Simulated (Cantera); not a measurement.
## Equilibrium for silicon etching in halogen gases: Si + HBr + H2

Input: 1 mol Si, 2.6 mol HBr, 20 mol H2, equilibrated at 7.50 Torr.

Method: chemical equilibrium by Gibbs-energy minimisation in Cantera with the NASA 1993 tables (ideal gas, pure condensed phases). Candidate condensed phases: Br2, Si; 19 gas species. The tables' values for SiBr3, SiBr are old estimates; treat these amounts as uncertain. The numbers say what is thermodynamically allowed, not how fast it happens.

From 1048 K to 1498 K the condensed part is Si(s). The main Si-bearing gas is SiBr4 at 1048 K and SiBr2 at 1498 K. The share of Si in condensed phases is highest at 1198 K (67.3 %) and lowest at 1048 K (61.2 %).

```csv
T (K),x H2,x HBr,x SiBr2,x SiBr4,x Br,x SiHBr3,x SiBr3,n Si(s)
1048,0.925,0.0572,0.00430,0.0114,5.29e-6,0.00111,0.000533,0.612
1098,0.915,0.0699,0.00725,0.00681,1.44e-5,0.000766,0.000632,0.652
1148,0.907,0.0787,0.0102,0.00328,3.38e-5,0.000451,0.000606,0.672
1198,0.903,0.0828,0.0124,0.00132,6.94e-5,0.000233,0.000489,0.673
1248,0.901,0.0838,0.0139,0.000500,0.000130,0.000115,0.000361,0.664
1298,0.901,0.0835,0.0148,0.000191,0.000229,5.68e-5,0.000260,0.653
1348,0.901,0.0826,0.0155,7.64e-5,0.000383,2.91e-5,0.000188,0.642
1398,0.901,0.0816,0.0161,3.23e-5,0.000618,1.55e-5,0.000138,0.631
1448,0.902,0.0804,0.0166,1.43e-5,0.000962,8.56e-6,0.000102,0.622
1498,0.902,0.0793,0.0170,6.69e-6,0.00145,4.90e-6,7.73e-5,0.614
```
x: gas mole fraction; n: condensed amount in mol.
